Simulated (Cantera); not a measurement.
An isothermal, constant-pressure homogeneous reactor starts with H2 : O2 : N2 = 1.2 : 1 : 8.2 (molar parts), equivalence ratio 0.60, at 873 K and 180 Torr. Integrator tolerance rtol = 1e-08.

Cantera simulation using the H2/O2 subset of GRI-Mech 3.0, which has no nitrogen chemistry; the numbers are that mechanism's predictions, not measurements. Below about 950 K walls govern HO2 and H2O2 in real vessels. The temperature is held fixed by assumption; the heat of reaction is taken as removed at once.

### Question
What does this change do: 0.7 parts H2O added?

### Answer
```json
[
 {"quantity": "x(H2) at 5.00 s", "before": "0.00462 (gas-phase equilibrium 1.43e-12)", "after": "0.0190 (gas-phase equilibrium 2.19e-12)"},
 {"quantity": "x(O2) at 5.00 s", "before": "0.0430 (gas-phase equilibrium 0.0408)", "after": "0.0472 (gas-phase equilibrium 0.0381)"},
 {"quantity": "x(H2O) at 5.00 s", "before": "0.117 (gas-phase equilibrium 0.122)", "after": "0.160 (gas-phase equilibrium 0.181)"},
 {"quantity": "x(H) at 5.00 s", "before": "9.66e-8 (gas-phase equilibrium <1e-12)", "after": "1.86e-7 (gas-phase equilibrium <1e-12)"},
 {"quantity": "x(OH) at 5.00 s", "before": "7.41e-8 (gas-phase equilibrium 7.06e-9)", "after": "4.64e-8 (gas-phase equilibrium 8.44e-9)"},
 {"quantity": "x(O) at 5.00 s", "before": "9.23e-8 (gas-phase equilibrium <1e-12)", "after": "6.42e-8 (gas-phase equilibrium <1e-12)"},
 {"quantity": "x(H2O2) at 5.00 s", "before": "5.88e-5 (gas-phase equilibrium 5.32e-12)", "after": "0.000122 (gas-phase equilibrium 7.60e-12)"}
]
```
